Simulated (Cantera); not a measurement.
Cantera run, input and output.

```python
import numpy as np
import cantera as ct

gas = ct.Solution("h2o2.yaml")
gas.TPX = 1325, 61000, {'H2': 0.71, 'O2': 1, 'N2': 18}
reactor = ct.IdealGasConstPressureReactor(gas, energy="off", clone=False)
net = ct.ReactorNet([reactor])
net.rtol, net.atol = 1e-08, 1e-18
show = ['H2', 'O2', 'H2O2', 'O', 'HO2']
times = np.geomspace(1e-06, 2, 13)

steps = ct.SolutionArray(gas, extra=["t"])
rows = []
print(f"{'t/s':>10s}{'T/K':>9s}{'P/Pa':>11s}" + "".join(f"{s:>11s}" for s in show))
for t in times:
    while net.time < t:
        t_next = net.step()
        steps.append(gas.state, t=t_next)
    rows.append([np.interp(t, steps.t, y) for y in (steps.T, steps.P, *steps(*show).X.T)])
    print(f"{t:10.3e}{rows[-1][0]:9.1f}{rows[-1][1]:11.4g}" + "".join(f"{x:11.3e}" for x in rows[-1][2:]))
rate = np.gradient(steps.T, steps.t)
print("integrator steps:", len(steps.t))
if steps.T.max() > steps.T[0] + 200:
    print(f"time of steepest temperature rise: {steps.t[rate.argmax()]:.4e} s")
gas.TPX = 1325, 61000, {'H2': 0.71, 'O2': 1, 'N2': 18}
gas.equilibrate("TP")
print(f"equilibrium (TP): T = {gas.T:.1f} K  " + "  ".join(f"{s} {gas[s].X[0]:.3e}" for s in show))
```

It prints:

```
       t/s      T/K       P/Pa         H2         O2       H2O2          O        HO2
 1.000e-06   1325.0    6.1e+04  3.602e-02  5.074e-02  1.179e-13  2.768e-11  6.538e-10
 3.350e-06   1325.0    6.1e+04  3.602e-02  5.074e-02  1.308e-12  2.625e-10  2.202e-09
 1.122e-05   1325.0    6.1e+04  3.602e-02  5.074e-02  1.429e-11  2.303e-09  7.538e-09
 3.761e-05   1325.0    6.1e+04  3.602e-02  5.074e-02  1.593e-10  5.028e-08  3.244e-08
 1.260e-04   1325.0    6.1e+04  3.440e-02  4.994e-02  8.414e-08  2.555e-04  8.892e-06
 4.221e-04   1325.0    6.1e+04  1.693e-03  3.312e-02  7.653e-07  2.932e-03  7.407e-06
 1.414e-03   1325.0    6.1e+04  2.059e-04  3.318e-02  3.510e-07  3.119e-04  4.223e-06
 4.738e-03   1325.0    6.1e+04  1.580e-05  3.329e-02  6.808e-08  2.422e-05  7.652e-07
 1.587e-02   1325.0    6.1e+04  1.910e-06  3.331e-02  1.342e-08  3.275e-06  1.197e-07
 5.318e-02   1325.0    6.1e+04  3.726e-07  3.332e-02  3.266e-09  6.890e-07  2.617e-08
 1.782e-01   1325.0    6.1e+04  9.927e-08  3.332e-02  9.600e-10  1.892e-07  9.163e-09
 5.970e-01   1325.0    6.1e+04  4.132e-08  3.332e-02  4.118e-10  7.790e-08  6.507e-09
 2.000e+00   1325.0    6.1e+04  3.477e-08  3.332e-02  3.464e-10  6.485e-08  6.360e-09
integrator steps: 1643
equilibrium (TP): T = 1325.0 K  H2 3.475e-08  O2 3.332e-02  H2O2 3.461e-10  O 6.480e-08  HO2 6.360e-09
```

Computed with Cantera and the H2/O2 subset of GRI-Mech 3.0, which has no nitrogen chemistry. The temperature is held fixed by assumption; the heat of reaction is taken as removed at once.
